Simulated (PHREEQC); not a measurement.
0.07 g of hydrous ferric oxide (600 m²/g; 0.2 weak and 0.005 strong sites per Fe, Dzombak-Morel constants, diffuse double layer) in 1 kg of water with 0.005 mol/kgw of an inert sodium salt and 1.4e-06 mol/kgw BaCl2, at 25 °C; the pH is set by adding NaOH or the inert anion's acid. O2 is buffered at 0.21 atm. No CO2 enters from the air. Nothing may precipitate in this run.

Base run: PHREEQC, ion-association model, wateq4f.dat. Each further column changes one thing. The table gives surface potential ψ (mV).

```json
[
 {"pH": "3", "base": "215", "background salt from 0.005 to 0.0005 mol/kgw": "?", "oxide from 0.07 to 0.35 g/kgw": "214"},
 {"pH": "3.67", "base": "203", "background salt from 0.005 to 0.0005 mol/kgw": "226", "oxide from 0.07 to 0.35 g/kgw": "?"},
 {"pH": "4.33", "base": "183", "background salt from 0.005 to 0.0005 mol/kgw": "203", "oxide from 0.07 to 0.35 g/kgw": "183"},
 {"pH": "5", "base": "158", "background salt from 0.005 to 0.0005 mol/kgw": "173", "oxide from 0.07 to 0.35 g/kgw": "158"},
 {"pH": "5.67", "base": "129", "background salt from 0.005 to 0.0005 mol/kgw": "139", "oxide from 0.07 to 0.35 g/kgw": "129"},
 {"pH": "6.33", "base": "97", "background salt from 0.005 to 0.0005 mol/kgw": "?", "oxide from 0.07 to 0.35 g/kgw": "97"},
 {"pH": "7", "base": "62", "background salt from 0.005 to 0.0005 mol/kgw": "64", "oxide from 0.07 to 0.35 g/kgw": "62"},
 {"pH": "7.67", "base": "25", "background salt from 0.005 to 0.0005 mol/kgw": "26", "oxide from 0.07 to 0.35 g/kgw": "25"},
 {"pH": "8.33", "base": "-11", "background salt from 0.005 to 0.0005 mol/kgw": "-12", "oxide from 0.07 to 0.35 g/kgw": "-12"},
 {"pH": "9", "base": "-48", "background salt from 0.005 to 0.0005 mol/kgw": "-50", "oxide from 0.07 to 0.35 g/kgw": "?"},
 {"pH": "9.67", "base": "-84", "background salt from 0.005 to 0.0005 mol/kgw": "-88", "oxide from 0.07 to 0.35 g/kgw": "-86"},
 {"pH": "10.33", "base": "-117", "background salt from 0.005 to 0.0005 mol/kgw": "-124", "oxide from 0.07 to 0.35 g/kgw": "?"},
 {"pH": "11", "base": "-146", "background salt from 0.005 to 0.0005 mol/kgw": "-155", "oxide from 0.07 to 0.35 g/kgw": "?"}
]
```

### Question
What belongs in the gaps?

### Answer

- 3, background salt from 0.005 to 0.0005 mol/kgw: 238
- 3.67, oxide from 0.07 to 0.35 g/kgw: 202
- 6.33, background salt from 0.005 to 0.0005 mol/kgw: 102
- 9, oxide from 0.07 to 0.35 g/kgw: -49
- 10.33, oxide from 0.07 to 0.35 g/kgw: -118
- 11, oxide from 0.07 to 0.35 g/kgw: -147

The oxide is taken as insoluble; below pH 4 it would dissolve.
